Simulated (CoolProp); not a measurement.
Vapour pressure (kPa) of sulfur dioxide: the reference equation beside estimates from Tc = 430.6 K, pc = 7887 kPa, ω = 0.256. Clausius-Clapeyron is anchored at 288.4 K with a constant enthalpy of vaporisation of 23.45 kJ/mol.

Computed with CoolProp (reference Helmholtz-energy equation of state, Gao 2016).

```
T (K)  reference  Lee-Kesler  Clausius-Clapeyron  van der Waals  Redlich-Kwong  Soave-Redlich-Kwong  Peng-Robinson
-----  ---------  ----------  ------------------  -------------  -------------  -------------------  -------------
281        212.2       210.8               216.0           1094          370.1                211.1          212.4
288.4      279.5       278.4               279.5           1257          469.3                278.5          279.1
295.9      363.5       362.9               358.1           1437          588.4                362.8          362.4
303.4      465.8       466.0               453.3           1634          728.0                465.7          463.8
310.9      588.9       590.1               567.2           1847          890.1                589.8          586.0
318.4      735.4       737.6               702.4           2078           1076                737.7          731.4
325.8      905.4       908.8               858.9           2323           1286                909.7          900.5
333.3       1106        1111                1044           2590           1526                 1113           1101
340.8       1339        1344                1257           2875           1795                 1349           1333
348.3       1606        1612                1503           3180           2095                 1621           1600
355.7       1907        1913                1779           3499           2424                 1927           1902
363.2       2253        2258                2095           3843           2791                 2279           2249
370.7       2643        2647                2451           4207           3195                 2676           2641
```

Absolute difference from the reference over all 13 rows, mean and median: Lee-Kesler 0.3 and 0.3 %, Clausius-Clapeyron 4.5 and 5.1 %, van der Waals 186.5 and 156.6 %, Redlich-Kwong 44.2 and 42.0 %, Soave-Redlich-Kwong 0.6 and 0.5 %, Peng-Robinson 0.3 and 0.4 %.
